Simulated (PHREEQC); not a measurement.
Solution (25 °C): 0.26 mol/kgw Na2SO4, 0.24 mol/kgw K2SO4 and 0.056 mol/kgw KBr. Closed to the air; pH follows from the charge balance.

The numbers come from PHREEQC with the Pitzer model, pitzer.dat.

* **ionic strength**: 1.56 mol/kgw
* **activity of water**: 0.980
* **density**: 1.064 g/cm³
* **osmotic coefficient**: 0.690

```
species  molality  activity   log γ
-------  --------  --------  ------
K+          0.536     0.250  -0.330
Na+         0.520     0.254  -0.311
SO4-2       0.500    0.0367  -1.135
Br-        0.0560    0.0327  -0.233
OH-       3.79e-7   2.34e-7  -0.210
HSO4-     2.86e-7   1.48e-7  -0.285
H+        9.38e-8   4.24e-8  -0.344
```

This is a speciation only: nothing precipitates in the calculation. Species that the database lacks are ignored.
